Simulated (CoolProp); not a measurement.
Vapour-liquid equilibrium of dimethyl ether (1) + methanol (2) at 289.4 K; x and y are mole fractions of (1).

Values from CoolProp's multi-fluid Helmholtz-energy mixture model, Wu 2011 and de Reuck 1993; pair parameters Bell 2016.

**Question.** Give the bubble pressure and the first vapour's composition at x = 0.25, 0.35, 0.65. Is there an azeotrope?

**Answer.** x = 0.25: 0.2030 MPa, y = 0.954; x = 0.35: 0.2498 MPa, y = 0.965; x = 0.65: 0.3400 MPa, y = 0.979. No azeotrope shows between x = 0.05 and 0.95.

The pair parameters rest on a limited set of measurements; away from them the model extrapolates. With so large a gap from Raoult's law the liquid may split in two, which this calculation doesn't test in full.
